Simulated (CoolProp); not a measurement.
The numbers come from the reference Helmholtz-energy equation of state, Akasaka 2022 in CoolProp.

### Question
For R1233zd(E), give the phase and the density (kg/m³), fugacity coefficient at 348.7 K and 4.37 MPa.

### Answer
- 348.7 K and 4.37 MPa: liquid; density 1150, fugacity coefficient 0.137
